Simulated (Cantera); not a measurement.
What does this Cantera script print?

```python
import numpy as np
import cantera as ct

gas_names = """
    H H2 N NH NH2 NH3 N2 N2H2 N2H4 Si SiH SiH2 SiH3 SiH4 SiN Si2 Si2N Si3
""".split()
cond_names = """
    Si(cr) Si(L) Si3N4(a)
""".split()


# ... load() reads the species with a 1 bar reference pressure and builds the phases ...
atoms = {
    'SiH4': {'Si': 1, 'H': 4},
    'N2': {'N': 2},
    'H2': {'H': 2},
}
top_T = {'Si3N4(a)': 2400}  # K; cautious upper limits of use, not melting points


# ... equilibrate(T, P, feed) seeds the gas with the atoms and calls Mixture.equilibrate('TP', solver="vcs", rtol=1e-11, max_steps=5000) ...
results = []
feed = {'SiH4': 1, 'N2': 1.4, 'H2': 67}  # mol
P = 13332.2  # Pa
for T in [748, 848, 948, 1048, 1148, 1248, 1348, 1448, 1548, 1648, 1748, 1848, 1948]:
    mix = equilibrate(T, P, feed)
    results.append((T, P, feed, dict(zip(mix.species_names, mix.species_moles))))
    x = sorted(zip(gas.X, gas.species_names), reverse=True)
    print(f"T = {T:g} K  P = {P:g} Pa  gas = {mix.phase_moles(0):.4g} mol")
    print("   x: " + "  ".join(f"{s} {v:.3e}" for v, s in x if v > 1e-06))
    print("   condensed (mol): " + ("  ".join(f"{mix.phase(i).name} {mix.phase_moles(i):.4g}"
          for i in range(1, mix.n_phases) if mix.phase_moles(i) > 1e-12) or "none"))
```

It prints:

```
T = 748 K  P = 13332.2 Pa  gas = 69.73 mol
   x: H2 9.894e-01  N2 1.048e-02  NH3 7.021e-05
   condensed (mol): Si3N4(a) 0.3333
T = 848 K  P = 13332.2 Pa  gas = 69.73 mol
   x: H2 9.895e-01  N2 1.050e-02  NH3 2.542e-05
   condensed (mol): Si3N4(a) 0.3333
T = 948 K  P = 13332.2 Pa  gas = 69.73 mol
   x: H2 9.895e-01  N2 1.051e-02  NH3 1.126e-05
   condensed (mol): Si3N4(a) 0.3333
T = 1048 K  P = 13332.2 Pa  gas = 69.73 mol
   x: H2 9.895e-01  N2 1.051e-02  NH3 5.777e-06
   condensed (mol): Si3N4(a) 0.3333
T = 1148 K  P = 13332.2 Pa  gas = 69.73 mol
   x: H2 9.895e-01  N2 1.051e-02  NH3 3.314e-06
   condensed (mol): Si3N4(a) 0.3333
T = 1248 K  P = 13332.2 Pa  gas = 69.73 mol
   x: H2 9.895e-01  N2 1.052e-02  NH3 2.072e-06  H 1.272e-06
   condensed (mol): Si3N4(a) 0.3333
T = 1348 K  P = 13332.2 Pa  gas = 69.73 mol
   x: H2 9.895e-01  N2 1.052e-02  H 6.303e-06  NH3 1.387e-06
   condensed (mol): Si3N4(a) 0.3333
T = 1448 K  P = 13332.2 Pa  gas = 69.73 mol
   x: H2 9.895e-01  N2 1.052e-02  H 2.511e-05
   condensed (mol): Si3N4(a) 0.3333
T = 1548 K  P = 13332.2 Pa  gas = 69.74 mol
   x: H2 9.894e-01  N2 1.052e-02  H 8.388e-05
   condensed (mol): Si3N4(a) 0.3333
T = 1648 K  P = 13332.2 Pa  gas = 69.74 mol
   x: H2 9.892e-01  N2 1.052e-02  H 2.426e-04  SiH2 5.111e-06  Si 1.178e-06
   condensed (mol): Si3N4(a) 0.3332
T = 1748 K  P = 13332.2 Pa  gas = 70.42 mol
   x: H2 9.795e-01  N2 1.988e-02  H 6.193e-04  SiH2 2.010e-05  Si 1.092e-05  SiH 5.251e-06
   condensed (mol): Si(L) 0.9973
T = 1848 K  P = 13332.2 Pa  gas = 70.45 mol
   x: H2 9.786e-01  N2 1.987e-02  H 1.436e-03  Si 4.705e-05  SiH2 4.071e-05  SiH 1.694e-05  Si2N 1.426e-06
   condensed (mol): Si(L) 0.9923
T = 1948 K  P = 13332.2 Pa  gas = 70.52 mol
   x: H2 9.768e-01  N2 1.985e-02  H 3.059e-03  Si 1.742e-04  SiH2 7.654e-05  SiH 4.834e-05  Si2N 3.657e-06  SiN 2.651e-06  Si2 1.588e-06
   condensed (mol): Si(L) 0.9779
```

Cantera equilibrium calculation (NASA polynomials, part measured and part estimated; ideal gas, pure solids and liquids). N2 is the only nitrogen source here; it is nearly inert below about 1500 K, so the nitride shown seldom forms there in practice. Gases not in the tables: Si2H6 and higher silanes.
